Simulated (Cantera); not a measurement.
A perfectly stirred reactor is fed with NO : N₂ = 1 : 1.6 (molar parts), at 0.0987 atm; it is held at 2123 K, and followed from long to short residence time.

Computed with Cantera and GRI-Mech 3.0 (53 species, 325 reactions).

Question: Predict: x(NO) at τ = 17.0 s; x(N₂O) at τ = 17.0 s; x(N₂) at τ = 17.0 s; x(O) at τ = 17.0 s; x(O₂) at τ = 17.0 s; x(NO) at τ = 82.0 ms; x(N₂O) at τ = 82.0 ms; x(N₂) at τ = 82.0 ms; x(O) at τ = 82.0 ms; x(O₂) at τ = 82.0 ms.

Answer: 
```
Property                 Result
---------------------  --------
x(NO) at τ = 17.0 s      0.0347
x(N₂O) at τ = 17.0 s    5.39e-7
x(N₂) at τ = 17.0 s       0.789
x(O) at τ = 17.0 s      0.00216
x(O₂) at τ = 17.0 s       0.174
x(NO) at τ = 82.0 ms      0.368
x(N₂O) at τ = 82.0 ms   5.81e-5
x(N₂) at τ = 82.0 ms      0.623
x(O) at τ = 82.0 ms    0.000666
x(O₂) at τ = 82.0 ms    0.00770
```
